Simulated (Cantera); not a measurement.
Feed: 1 mol SiF₄, 0.074 mol C₃H₈, 680 mol H₂, held at 1398.15 K and 1330 Pa.

Cantera equilibrium calculation (NASA polynomials, part measured and part estimated; ideal gas, pure solids and liquids). Candidate condensed phases: C, C₆H₆, C₇H₈, C₈H₁₈, Si, SiC; 113 gas species. The tables' values for SiF₃, SiF₂ are old estimates; treat these amounts as uncertain. Kinetics and transport are ignored.

Base state: H₂ 0.997, HF 0.00178, SiF₄ 0.000721, SiF₃ 0.000263, SiHF₃ 9.04e-5, SiF₂ 6.64e-5, H 4.10e-5 (mole fractions); condensed: SiC(s).

What changes in the equilibrium state with this change: temperature from 1398.15 K to 2348 K?


```tsv
species	before	after
H₂	0.997	0.892
H	4.10e-5	0.101
HF	0.00178	0.00549
Si	3.00e-9	0.00127
SiF₄	0.000721	<1e-9
SiHF₃	9.04e-5	<1e-9
SiH	1.74e-9	4.68e-5
SiC(s), mol	0.218	0
```
The tables' values for SiF, SiF₂ are old estimates; treat these amounts as uncertain.

What changes in the equilibrium state with this change: temperature from 1398.15 K to 1225 K?


```tsv
species	before	after
H₂	0.997	0.998
SiF₄	0.000721	0.00117
HF	0.00178	0.000886
SiF₂	6.64e-5	1.45e-6
CH₄	5.39e-6	0.000130
H	4.10e-5	2.70e-6
SiF₃	0.000263	4.07e-5
SiC(s), mol	0.218	0.133
```
The tables' values for SiF₃ are old estimates; treat these amounts as uncertain.

What changes in the equilibrium state with this change: temperature from 1398.15 K to 2100 K?


| species | before | after |
|---|---|---|
| H₂ | 0.997 | 0.967 |
| H | 4.10e-5 | 0.0265 |
| HF | 0.00178 | 0.00532 |
| Si | 3.00e-9 | 0.00104 |
| SiH | 1.74e-9 | 6.38e-5 |
| SiF₄ | 0.000721 | 2.81e-8 |
| Si₂C | <1e-9 | 1.81e-5 |
| SiC(s), mol | 0.218 | 0 |
The tables' values for SiF₂, SiF are old estimates; treat these amounts as uncertain. Gases not in the tables: Si₂H₆ and higher silanes.
